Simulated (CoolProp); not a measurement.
R142b at 454.82 K and 0.112 MPa is throttled through a valve to 0.0725 MPa with no heat exchange. Each further row changes one setting.

The numbers come from the reference Helmholtz-energy equation of state, Lemmon 2006 in CoolProp. It is a short technical equation, of lower accuracy than the large ones.

```csv
case,temperature change (K),final density (kg/m³)
as stated,-0.3,1.94
outlet pressure 0.0217 MPa,-0.7,0.578
outlet pressure 0.0943 MPa,-0.1,2.52
```
